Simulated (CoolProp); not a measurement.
Properties of R11 along the isobar 4.7 MPa.

Computed with CoolProp (reference Helmholtz-energy equation of state, Jacobsen 1992).

```csv
T (°C),phase,density (kg/m³),isothermal compressibility (1/MPa),expansivity (1/kK),fugacity coefficient
38.45,liquid,1457,0.001953,1.608,0.03971
59.45,liquid,1407,0.002475,1.762,0.07124
80.35,liquid,1353,0.003208,1.964,0.1167
101.25,liquid,1295,0.004302,2.239,0.1779
122.25,liquid,1231,0.006080,2.640,0.2553
143.15,liquid,1158,0.009320,3.281,0.3473
164.05,liquid,1069,0.01672,4.525,0.4511
184.95,liquid,943.1,0.04570,8.403,0.5617
205.95,supercritical,390.4,1.176,50.06,0.6623
226.85,supercritical,259.6,0.4277,10.45,0.7140
```
